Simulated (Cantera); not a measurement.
A jet of 1.42 % H2, 18.3 % O2, 80.3 % N2 at 300 K and 2700 Pa hits a platinum plate 5.3 cm away at a mass flux of 0.04 kg/m²/s; the plate temperature is set and raised in steps from an oxygen-covered start.

Model: Deutschmann's 1995 Pt surface mechanism with GRI-Mech 3.0 gas chemistry, integrated in Cantera. Catalytic surfaces can have several steady states; this one follows from the mechanism file's or the stated starting coverage.

x: mole fraction at the wall; θ: surface coverage.

```
plate T (K)  wall x H2  wall x O2  wall x H2O  wall x OH  θ free Pt   θ O*     θ OH*
-----------  ---------  ---------  ----------  ---------  ---------  -----  --------
700            0.00353      0.172      0.0205      <1e-8     0.0514  0.948   0.00105
750            0.00267      0.171      0.0221      <1e-8     0.0762  0.923  0.000940
800            0.00190      0.170      0.0234      <1e-8      0.119  0.880  0.000885
850            0.00139      0.169      0.0243    1.75e-8      0.175  0.824  0.000818
900            0.00108      0.169      0.0248    5.49e-8      0.239  0.760  0.000739
950                [?]      0.169      0.0250        [?]        [?]    [?]       [?]
1000               [?]      0.169      0.0252        [?]        [?]    [?]       [?]
```

Fill in the missing entries.


- 950, wall x H2: 0.000876
- 950, wall x OH: 1.52e-7
- 950, θ free Pt: 0.308
- 950, θ O*: 0.692
- 950, θ OH*: 0.000656
- 1000, wall x H2: 0.000743
- 1000, wall x OH: 3.80e-7
- 1000, θ free Pt: 0.377
- 1000, θ O*: 0.622
- 1000, θ OH*: 0.000574
